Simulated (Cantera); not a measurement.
## Silicon oxide and oxynitride deposition: TEOS + O2 + H2

Charge: 1 mol TEOS, 0.1 mol O2, a varied amount of H2, at 627 °C and 1.00 bar.

Method: chemical equilibrium by Gibbs-energy minimisation in Cantera with the NASA 1993 tables (ideal gas, pure condensed phases). Candidate condensed phases: C, C6H6, C7H8, C8H18, H2O, Si, SiC, SiO2; 123 gas species. The feed counts by its element totals alone. Rates play no part.

```tsv
n(H2) (mol)	x H2	x CH4	x H2O	x CO	x CO2	n C(graphite)	n SiO2(β-quartz)
9.2	0.720	0.162	0.0698	0.0399	0.00890	4.37	1.00
11	0.726	0.164	0.0651	0.0370	0.00763	4.08	1.00
13	0.732	0.167	0.0606	0.0341	0.00650	3.76	1.00
15	0.737	0.169	0.0567	0.0317	0.00561	3.44	1.00
18	0.743	0.172	0.0517	0.0287	0.00458	2.95	1.00
21	0.748	0.175	0.0475	0.0261	0.00382	2.46	1.00
25	0.754	0.177	0.0428	0.0234	0.00306	1.81	1.00
29	0.758	0.179	0.0390	0.0212	0.00251	1.15	1.00
34	0.763	0.181	0.0351	0.0189	0.00200	0.326	1.00
40	0.783	0.168	0.0327	0.0151	0.00145	0	1.00
48	0.813	0.145	0.0304	0.0108	0.000924	0	1.00
56	0.836	0.127	0.0280	0.00802	0.000618	0	1.00
66	0.858	0.110	0.0253	0.00582	0.000395	0	1.00
```
x: gas mole fraction; n: condensed amount in mol.

From 9.2 mol H2 to 34 mol H2 the condensed part is C(graphite) + SiO2(β-quartz). From 40 mol H2 to 66 mol H2 the condensed part is SiO2(β-quartz).
